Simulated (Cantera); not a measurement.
An isothermal, constant-pressure homogeneous reactor starts with H2 : O2 = 0.045 : 1 (molar parts), equivalence ratio 0.022, at 1200 K and 0.0133 bar.

Computed with Cantera and the H2/O2 subset of GRI-Mech 3.0, which has no nitrogen chemistry. Radical loss at walls, strong at low pressure, is not modelled. The temperature is held fixed by assumption; the heat of reaction is taken as removed at once.

One state of this run: x H2 = 0.0425; x O2 = 0.957; x O = 0.000267; x OH = 0.000175; x H2O2 = 1.02e-9; x H2O = 0.000378. x: mole fraction; the columns are a selection and need not sum to one.

**Question.** Which value of t (s) does it belong to?
(A) 0.000400
(B) 0.00180
(C) 0.00381
(D) 0.346

**Answer.** B, 0.00180
